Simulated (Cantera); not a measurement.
## Equilibrium for abatement and gas-phase synthesis: HF + O2

Input: 1 mol HF, a varied amount of O2, at 3175 °C and 5400000 Pa.

Equilibrium computed with Cantera from the NASA thermochemical tables; the gas is ideal and each condensed phase is pure. Candidate condensed phases: H2O; 22 gas species. The ideal-gas law is rough above about 30 bar. Equilibrium is a limit: real reactors are often held back by kinetics, nucleation or transport.

From 0.068 mol O2 to 4.3 mol O2 nothing is condensed.

| n(O2) (mol) | x HF | x O2 | x O | x F | x OH | x H2O |
|---|---|---|---|---|---|---|
| 0.068 | 0.892 | 0.0478 | 0.0128 | 0.0280 | 0.00876 | 0.00783 |
| 0.095 | 0.866 | 0.0684 | 0.0154 | 0.0293 | 0.00976 | 0.00812 |
| 0.13 | 0.836 | 0.0941 | 0.0180 | 0.0302 | 0.0107 | 0.00830 |
| 0.19 | 0.790 | 0.135 | 0.0216 | 0.0311 | 0.0118 | 0.00838 |
| 0.27 | 0.736 | 0.184 | 0.0252 | 0.0315 | 0.0126 | 0.00828 |
| 0.38 | 0.674 | 0.243 | 0.0289 | 0.0314 | 0.0133 | 0.00802 |
| 0.54 | 0.600 | 0.313 | 0.0329 | 0.0307 | 0.0138 | 0.00756 |
| 0.76 | 0.521 | 0.390 | 0.0367 | 0.0294 | 0.0139 | 0.00694 |
| 1.1 | 0.434 | 0.477 | 0.0406 | 0.0274 | 0.0138 | 0.00612 |
| 1.5 | 0.362 | 0.549 | 0.0435 | 0.0253 | 0.0134 | 0.00536 |
| 2.1 | 0.289 | 0.623 | 0.0464 | 0.0227 | 0.0127 | 0.00452 |
| 3 | 0.222 | 0.693 | 0.0489 | 0.0199 | 0.0117 | 0.00366 |
| 4.3 | 0.165 | 0.752 | 0.0510 | 0.0171 | 0.0106 | 0.00287 |
x: gas mole fraction; nothing condenses.
